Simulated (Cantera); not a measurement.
**Thermodynamics of metals in furnace atmospheres, feed Fe + H₂S + CO**

A closed system holds: 1 mol Fe, 0.0012 mol H₂S, 2.8 mol CO, equilibrated at 3100 Pa.

These are equilibrium values from Cantera (NASA tables, ideal gas, pure condensed phases), not measurements of a reactor. Candidate condensed phases: C, C₆H₆, C₇H₈, C₈H₁₈, Fe, Fe(CO)₅, FeO, Fe(OH)₂, Fe(OH)₃, FeS, FeSO₄, FeS₂, Fe₂O₃, Fe₂(SO₄)₃, Fe₃O₄, H₂O, H₂SO₄, S; 127 gas species. Metal and sulfide melt together well below either melting point, which pure phases cannot show. Mutual solubility and eutectic melting of coexisting phases are not modelled. FeS: taken at fixed stoichiometry. Condensed phases not in the tables: cementite and carbon dissolved in iron. Gases not in the tables: S₃ to S₇. Kinetics and transport are ignored.

```json
[
 {"T (K)": "1075", "x CO": "0.995", "x CO₂": "0.00417", "x Fe": "1.46e-11", "x H₂": "0.000428", "x COS": "6.04e-5", "x S₂": "2.93e-8", "x S": "4.12e-11", "x CS₂": "2.09e-7", "n C(graphite)": "0.0116", "n Fe(α)": "0.999", "n FeS(s)": "0.00103", "n Fe(γ)": "0", "n Fe(δ)": "0", "n Fe(l)": "0"},
 {"T (K)": "1150", "x CO": "0.998", "x CO₂": "0.00122", "x Fe": "2.77e-10", "x H₂": "0.000427", "x COS": "9.97e-5", "x S₂": "2.93e-7", "x S": "6.31e-10", "x CS₂": "1.94e-6", "n C(graphite)": "0.00341", "n Fe(α)": "0.999", "n FeS(s)": "0.000905", "n Fe(γ)": "0", "n Fe(δ)": "0", "n Fe(l)": "0"},
 {"T (K)": "1225", "x CO": "0.999", "x CO₂": "0.000414", "x Fe": "3.64e-9", "x H₂": "0.000426", "x COS": "0.000155", "x S₂": "2.21e-6", "x S": "6.94e-9", "x CS₂": "1.38e-5", "n C(graphite)": "0.00112", "n Fe(α)": "0", "n FeS(s)": "0.000670", "n Fe(γ)": "0.999", "n Fe(δ)": "0", "n Fe(l)": "0"},
 {"T (K)": "1300", "x CO": "0.999", "x CO₂": "0.000160", "x Fe": "3.52e-8", "x H₂": "0.000425", "x COS": "0.000229", "x S₂": "1.32e-5", "x S": "5.78e-8", "x CS₂": "7.76e-5", "n C(graphite)": "0", "n Fe(α)": "0", "n FeS(s)": "3.46e-5", "n Fe(γ)": "1.000", "n Fe(δ)": "0", "n Fe(l)": "0"},
 {"T (K)": "1375", "x CO": "0.999", "x CO₂": "9.68e-5", "x Fe": "2.65e-7", "x H₂": "0.000425", "x COS": "0.000192", "x S₂": "2.27e-5", "x S": "2.27e-7", "x CS₂": "9.04e-5", "n C(graphite)": "0", "n Fe(α)": "0", "n FeS(s)": "0", "n Fe(γ)": "1.000", "n Fe(δ)": "0", "n Fe(l)": "0"},
 {"T (K)": "1450", "x CO": "0.999", "x CO₂": "9.01e-5", "x Fe": "1.61e-6", "x H₂": "0.000425", "x COS": "0.000173", "x S₂": "4.09e-5", "x S": "8.11e-7", "x CS₂": "7.87e-5", "n C(graphite)": "0", "n Fe(α)": "0", "n FeS(s)": "0", "n Fe(γ)": "1.000", "n Fe(δ)": "0", "n Fe(l)": "0"},
 {"T (K)": "1525", "x CO": "0.999", "x CO₂": "8.27e-5", "x Fe": "8.16e-6", "x H₂": "0.000424", "x COS": "0.000150", "x S₂": "6.24e-5", "x S": "2.43e-6", "x CS₂": "6.40e-5", "n C(graphite)": "0", "n Fe(α)": "0", "n FeS(s)": "0", "n Fe(γ)": "1.000", "n Fe(δ)": "0", "n Fe(l)": "0"},
 {"T (K)": "1600", "x CO": "0.999", "x CO₂": "7.63e-5", "x Fe": "3.54e-5", "x H₂": "0.000421", "x COS": "0.000125", "x S₂": "8.31e-5", "x S": "6.26e-6", "x CS₂": "4.84e-5", "n C(graphite)": "0", "n Fe(α)": "0", "n FeS(s)": "0", "n Fe(γ)": "1.000", "n Fe(δ)": "0", "n Fe(l)": "0"},
 {"T (K)": "1675", "x CO": "0.999", "x CO₂": "7.20e-5", "x Fe": "0.000134", "x H₂": "0.000417", "x COS": "0.000102", "x S₂": "9.92e-5", "x S": "1.42e-5", "x CS₂": "3.41e-5", "n C(graphite)": "0", "n Fe(α)": "0", "n FeS(s)": "0", "n Fe(γ)": "0", "n Fe(δ)": "1.000", "n Fe(l)": "0"},
 {"T (K)": "1750", "x CO": "0.999", "x CO₂": "6.98e-5", "x Fe": "0.000449", "x H₂": "0.000410", "x COS": "8.16e-5", "x S₂": "0.000108", "x S": "2.90e-5", "x CS₂": "2.25e-5", "n C(graphite)": "0", "n Fe(α)": "0", "n FeS(s)": "0", "n Fe(γ)": "0", "n Fe(δ)": "0.999", "n Fe(l)": "0"},
 {"T (K)": "1825", "x CO": "0.998", "x CO₂": "6.89e-5", "x Fe": "0.00135", "x H₂": "0.000397", "x COS": "6.40e-5", "x S₂": "0.000108", "x S": "5.36e-5", "x CS₂": "1.40e-5", "n C(graphite)": "0", "n Fe(α)": "0", "n FeS(s)": "0", "n Fe(γ)": "0", "n Fe(δ)": "0", "n Fe(l)": "0.996"},
 {"T (K)": "1900", "x CO": "0.996", "x CO₂": "6.83e-5", "x Fe": "0.00359", "x H₂": "0.000377", "x COS": "4.90e-5", "x S₂": "9.94e-5", "x S": "9.04e-5", "x CS₂": "8.27e-6", "n C(graphite)": "0", "n Fe(α)": "0", "n FeS(s)": "0", "n Fe(γ)": "0", "n Fe(δ)": "0", "n Fe(l)": "0.990"}
]
```
x: gas mole fraction; n: condensed amount in mol.

From 1075 K to 1150 K the condensed part is C(graphite) + Fe(α) + FeS(s). At 1225 K the condensed part is C(graphite) + Fe(γ) + FeS(s). At 1300 K the condensed part is Fe(γ) + FeS(s). From 1375 K to 1600 K the condensed part is Fe(γ). From 1675 K to 1750 K the condensed part is Fe(δ). From 1825 K to 1900 K the condensed part is Fe(l).
